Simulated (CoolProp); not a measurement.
Vapour pressure (MPa) of sulfur hexafluoride: the reference equation beside estimates from Tc = 45.6 °C, pc = 3.755 MPa, ω = 0.210. Clausius-Clapeyron is anchored at -6.45 °C with a constant enthalpy of vaporisation of 12.91 kJ/mol.

Values from CoolProp's reference Helmholtz-energy equation of state, Guder 2009.

```
T (°C)  reference  Lee-Kesler  Clausius-Clapeyron
------  ---------  ----------  ------------------
-23.95     0.6056      0.6158              0.6929
-21.05     0.6664      0.6770              0.7444
-18.15     0.7315      0.7426              0.7984
-15.15     0.8037      0.8152              0.8570
-12.25     0.8784      0.8903              0.9163
-9.35      0.9581      0.9702              0.9783
-6.45       1.043       1.055               1.043
-3.55       1.133       1.146               1.110
-0.65       1.229       1.242               1.181
2.25        1.331       1.343               1.254
5.25        1.443       1.455               1.332
8.15        1.558       1.569               1.411
11.05       1.679       1.690               1.493
```

Absolute difference from the reference over all 13 rows, mean and median: Lee-Kesler 1.2 and 1.2 %, Clausius-Clapeyron 6.8 and 6.6 %.
